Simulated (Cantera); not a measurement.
Charge: 1 mol C₂H₂, 43 mol H₂, at 600 K and 3.20 bar.

Cantera equilibrium calculation (NASA polynomials, part measured and part estimated; ideal gas, pure solids and liquids). Candidate condensed phases: C, C₆H₆, C₇H₈, C₈H₁₈; 76 gas species. Rates play no part.

Base state: H₂ 0.952, CH₄ 0.0476 (mole fractions); condensed: gas only.

### Question
What changes in the equilibrium state with this change: C₂H₂ replaced by C₃H₈?

### Answer
```tsv
species	before	after
H₂	0.952	0.932
CH₄	0.0476	0.0682
```
